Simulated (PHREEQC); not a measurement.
Dissolve 0.0011 mol/kgw HCl and 0.073 mol/kgw LiCl at 25 °C. Closed to the air; pH follows from the charge balance.

Equilibrium calculation in PHREEQC: ion-association model, wateq4f.dat.

- pH: 3.04
- ionic strength: 0.0741 mol/kgw
- total alkalinity: -1.10 meq/kg

| species | molality | activity | log γ |
|---|---|---|---|
| Cl- | 0.0741 | 0.0582 | -0.105 |
| Li+ | 0.0730 | 0.0593 | -0.090 |
| H+ | 0.00110 | 0.000921 | -0.077 |

Precipitation was switched off in this run. Complexes and solids missing from the database can't appear.
